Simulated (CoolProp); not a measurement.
Isopentane at several states: fugacity coefficient from the reference equation and from simpler models built on Tc = 187.2 °C, pc = 3.378 MPa, ω = 0.227; each cubic takes its own stable root.

Computed with CoolProp (reference Helmholtz-energy equation of state, Lemmon 2006). It is a short technical equation, of lower accuracy than the large ones.

| T (°C) | p (MPa) | phase | reference | van der Waals | Redlich-Kwong | Peng-Robinson |
|---|---|---|---|---|---|---|
| -136.65 | 0.0102 | liquid | 5.030e-6 | 0.09262 | 1.041e-5 | 8.139e-6 |
| -51.65 | 5.77 | liquid | 0.0004752 | 0.02037 | 0.001089 | 0.0004958 |
| 195.85 | 3.81 | supercritical | 0.6403 | 0.6657 | 0.6427 | 0.6234 |
| 154.85 | 0.0512 | gas | 0.9934 | 0.9946 | 0.9936 | 0.9928 |
| -99.25 | 9.75 | liquid | 4.561e-6 | 0.003209 | 1.239e-5 | 5.441e-6 |
